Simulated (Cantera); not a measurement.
What does this Cantera script print?

```python
import numpy as np
import cantera as ct

gas = ct.Solution("gri30.yaml")
gas.TPX = 625, 100000, {'CH4': 1, 'H2': 0.032, 'O2': 1.83, 'N2': 6.89, 'CO2': 0.31}
inlet = ct.Reservoir(gas, clone=True)
gas.equilibrate("HP")  # start burning
reactor = ct.IdealGasConstPressureReactor(gas, energy="on", clone=False)
exhaust = ct.Reservoir(gas, clone=True)
tau = [0.29, 0.14, 0.063, 0.03, 0.014, 0.0065, 0.003, 0.0014, 0.00067, 0.00031, 0.00015, 6.9e-05][0]
for a, b in ((inlet, reactor), (reactor, exhaust)):
    ct.MassFlowController(a, b, mdot=lambda t: reactor.mass / tau)
net = ct.ReactorNet([reactor])
show = ['CH4', 'H2', 'O2', 'C2H6', 'HCO', 'OH', 'O']

rows = []
print(f"{'tau/s':>10s}{'T/K':>9s}" + "".join(f"{s:>11s}" for s in show))
for tau in [0.29, 0.14, 0.063, 0.03, 0.014, 0.0065, 0.003, 0.0014, 0.00067, 0.00031, 0.00015, 6.9e-05]:
    net.initial_time = 0.0
    net.advance(30 * tau)
    before = gas.X
    net.advance(40 * tau)
    drift = np.max(np.abs(gas.X - before) / (gas.X + 1e-9))
    rows.append([gas.T, *gas[show].X, drift])
    print(f"{tau:10.3e}{gas.T:9.1f}" + "".join(f"{x:11.3e}" for x in gas[show].X))
```

Output:

```
     tau/s      T/K        CH4         H2         O2       C2H6        HCO         OH          O
 2.900e-01   2323.6  1.272e-06  1.088e-02  2.014e-03  3.141e-13  1.750e-08  3.561e-03  2.815e-04
 1.400e-01   2319.3  2.431e-06  1.101e-02  2.245e-03  1.145e-12  2.868e-08  3.750e-03  3.149e-04
 6.300e-02   2310.6  4.704e-06  1.129e-02  2.695e-03  4.254e-12  5.458e-08  4.097e-03  3.829e-04
 3.000e-02   2296.7  8.286e-06  1.174e-02  3.380e-03  1.298e-11  1.049e-07  4.585e-03  4.936e-04
 1.400e-02   2274.7  1.432e-05  1.245e-02  4.431e-03  3.745e-11  2.106e-07  5.259e-03  6.801e-04
 6.500e-03   2243.4  2.449e-05  1.347e-02  5.891e-03  1.037e-10  4.290e-07  6.082e-03  9.719e-04
 3.000e-03   2202.3  4.241e-05  1.480e-02  7.759e-03  2.891e-10  8.803e-07  6.972e-03  1.396e-03
 1.400e-03   2153.7  7.492e-05  1.634e-02  9.929e-03  8.343e-10  1.786e-06  7.785e-03  1.942e-03
 6.700e-04   2101.5  1.355e-04  1.791e-02  1.230e-02  2.549e-09  3.544e-06  8.376e-03  2.543e-03
 3.100e-04   2044.3  2.677e-04  1.952e-02  1.515e-02  9.568e-09  7.308e-06  8.641e-03  3.124e-03
 1.500e-04   1988.9  5.542e-04  2.097e-02  1.871e-02  4.228e-08  1.473e-05  8.369e-03  3.413e-03
 6.900e-05   1916.4  1.502e-03  2.298e-02  2.599e-02  3.986e-07  3.291e-05  6.841e-03  2.926e-03
```

Model: GRI-Mech 3.0 (53 species, 325 reactions), integrated in Cantera.
